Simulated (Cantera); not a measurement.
Mixture: CO : H2 : CH4 : O2 : N2 = 1 : 0.45 : 0.081 : 0.887 : 5.32 (molar parts), equivalence ratio 1.0, at 0.849 atm, adiabatic and at constant pressure. Ignition delay is the time to a rise of 400 K.

Computed with Cantera and GRI-Mech 3.0 (53 species, 325 reactions). Where the delays flatten at high temperature, the 400 K rule measures the pace of heat release, not the induction time.

Q: What does this change do: pressure from 0.849 atm to 0.987 atm?

A: 
| quantity | before | after |
|---|---|---|
| delay at 1225 K | 0.144 ms | 0.124 ms |
| delay at 1425 K | 79.7 µs | 66.0 µs |
| delay at 1625 K | 70.5 µs | 55.9 µs |
| delay at 1825 K | 82.6 µs | 63.3 µs |
| delay at 2025 K | 0.108 ms | 81.1 µs |

Q: What does this change do: constant volume in place of constant pressure?

A: 
```csv
quantity,before,after
delay at 1225 K,0.144 ms,0.126 ms
delay at 1425 K,79.7 µs,60.6 µs
delay at 1625 K,70.5 µs,44.2 µs
delay at 1825 K,82.6 µs,44.6 µs
delay at 2025 K,0.108 ms,55.4 µs
```

Q: What does this change do: H2 0.45 to 0.61 parts?

A: 
```tsv
quantity	before	after
delay at 1225 K	0.144 ms	0.123 ms
delay at 1425 K	79.7 µs	67.4 µs
delay at 1625 K	70.5 µs	58.8 µs
delay at 1825 K	82.6 µs	68.4 µs
delay at 2025 K	0.108 ms	88.6 µs
```
